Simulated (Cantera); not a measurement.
An isothermal plug-flow reactor at 700 K and 1.00 bar (inlet), inlet velocity 0.51 m/s, active area per volume 230 1/m; feed 1.31 % CO, 3.33 % O2, 93.9 % N2, 1.43 % H2O, equivalence ratio 0.20.

Model: Deutschmann's 1995 Pt surface mechanism with GRI-Mech 3.0 gas chemistry, integrated in Cantera. Catalytic surfaces can have several steady states; this one follows from the mechanism file's or the stated starting coverage. Mass transfer to the wall is taken as infinitely fast.

Problem. Predict: x(CO) at z = 0.015 m; x(O2) at z = 0.015 m; x(H2O) at z = 0.015 m; x(CO2) at z = 0.015 m; θ(free Pt) at the exit; θ(O*) at the exit; θ(OH*) at the exit.

Solution. 
* **x(CO) at z = 0.015 m**: 0.00116
* **x(O2) at z = 0.015 m**: 0.0275
* **x(H2O) at z = 0.015 m**: 0.0144
* **x(CO2) at z = 0.015 m**: 0.0120
* **θ(free Pt) at the exit**: 0.0246
* **θ(O*) at the exit**: 0.971
* **θ(OH*) at the exit**: 0.00361
